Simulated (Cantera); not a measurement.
Charge: 1 mol MgCO3, 1.3 mol SO3, 0.53 mol H2O, held at 0.100 bar.

These are equilibrium values from Cantera (NASA tables, ideal gas, pure condensed phases), not measurements of a reactor. Candidate condensed phases: C, C6H6, C7H8, C8H18, H2O, H2SO4, Mg, MgCO3, MgO, Mg(OH)2, MgS, MgSO4, S; 130 gas species. Kinetics and transport are ignored. All values below are at 798 K.

Base state: CO2 0.531, H2O 0.281, SO3 0.104, SO2 0.0553, O2 0.0276, H2SO4 0.000202 (mole fractions); condensed: MgSO4(s).

### Question
What changes in the equilibrium state with this change: pressure from 0.100 bar to 0.0130 bar?

### Answer
```
species          before    after
-------------  --------  -------
CO2               0.531    0.523
H2O               0.281    0.277
SO2              0.0553   0.0852
SO3               0.104   0.0717
O2               0.0276   0.0426
H2SO4          0.000202  1.79e-5
MgSO4(s), mol      1.00     1.00
```
